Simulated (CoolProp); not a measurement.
Vapour-liquid equilibrium of propylene (1) + isobutane (2) at 0.531 bar; x and y are mole fractions of (1).

Model: multi-fluid Helmholtz-energy mixture model, Lemmon 2013 and Bücker 2006; pair parameters Bell 2016, in CoolProp.

| x | bubble temperature, mixture model (K) | bubble temperature, Raoult's law (K) | y, mixture model | y, Raoult's law |
|---|---|---|---|---|
| 0.05 | 241.2 | 242.4 | 0.231 | 0.194 |
| 0.2 | 234.0 | 233.9 | 0.522 | 0.550 |
| 0.35 | 229.8 | 227.7 | 0.669 | 0.736 |
| 0.5 | 225.9 | 222.9 | 0.789 | 0.844 |
| 0.65 | 221.7 | 219.0 | 0.892 | 0.913 |
| 0.8 | 217.2 | 215.8 | 0.962 | 0.959 |
| 0.95 | 213.3 | 213.1 | 0.995 | 0.991 |

The largest gap from Raoult's law is +3.0 K in bubble temperature, at x = 0.5. No azeotrope shows between x = 0.05 and 0.95.

The pair parameters rest on a limited set of measurements; away from them the model extrapolates. The gap from Raoult's law changes sign with composition, which may be real or a fault of the pair parameters; it wasn't checked against measurements.
